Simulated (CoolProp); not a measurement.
Saturated liquid density (kg/m³) of carbon monoxide: the reference equation beside estimates from Tc = 132.9 K, pc = 3498 kPa, ω = 0.050. Rackett uses Z = 0.29056 − 0.08775 ω.

The numbers come from the reference Helmholtz-energy equation of state, Lemmon 2006 in CoolProp. It is a short technical equation, of lower accuracy than the large ones.

| T (K) | reference | Rackett | van der Waals | Soave-Redlich-Kwong | Peng-Robinson |
|---|---|---|---|---|---|
| 102.5 | 691.8 | 704.1 | 472.3 | 674.0 | 764.0 |
| 105.5 | 674.8 | 687.4 | 460.4 | 653.2 | 740.5 |
| 108.6 | 656.2 | 669.1 | 447.3 | 630.2 | 714.3 |
| 111.7 | 636.4 | 649.7 | 433.3 | 605.4 | 686.0 |
| 114.7 | 615.8 | 629.5 | 418.7 | 579.5 | 656.1 |
| 117.8 | 592.6 | 606.7 | 402.2 | 550.2 | 622.2 |
| 120.9 | 566.8 | 581.2 | 383.9 | 517.7 | 584.3 |
| 123.9 | 538.2 | 553.0 | 363.8 | 481.9 | 542.4 |
| 127 | 502.8 | 517.6 | 339.0 | 438.3 | 491.0 |
| 130 | 456.2 | 470.7 | 307.6 | 383.9 | 426.7 |

Absolute difference from the reference over all 10 rows, mean and median: Rackett 2.4 and 2.3 %, van der Waals 32.1 and 32.1 %, Soave-Redlich-Kwong 7.5 and 6.5 %, Peng-Robinson 6.1 and 6.5 %.
